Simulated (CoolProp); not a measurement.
Vapour pressure (kPa) of carbon dioxide: the reference equation beside estimates from Tc = 31.0 °C, pc = 7377 kPa, ω = 0.224.

The numbers come from the reference Helmholtz-energy equation of state, Span 1996 in CoolProp.

| T (°C) | reference | Redlich-Kwong | Soave-Redlich-Kwong |
|---|---|---|---|
| -35.45 | 1184 | 1534 | 1187 |
| -32.55 | 1309 | 1675 | 1313 |
| -29.75 | 1440 | 1820 | 1445 |
| -26.85 | 1585 | 1978 | 1591 |
| -23.95 | 1740 | 2146 | 1749 |
| -21.05 | 1907 | 2323 | 1917 |
| -18.25 | 2078 | 2504 | 2090 |
| -15.35 | 2267 | 2701 | 2282 |
| -12.45 | 2469 | 2908 | 2486 |
| -9.65 | 2675 | 3117 | 2695 |
| -6.75 | 2902 | 3345 | 2925 |
| -3.85 | 3143 | 3583 | 3169 |
| -0.95 | 3398 | 3833 | 3428 |
| 1.85 | 3659 | 4085 | 3692 |
| 4.75 | 3944 | 4357 | 3980 |

Absolute difference from the reference over all 15 rows, mean and median: Redlich-Kwong 19.5 and 19.1 %, Soave-Redlich-Kwong 0.6 and 0.7 %.
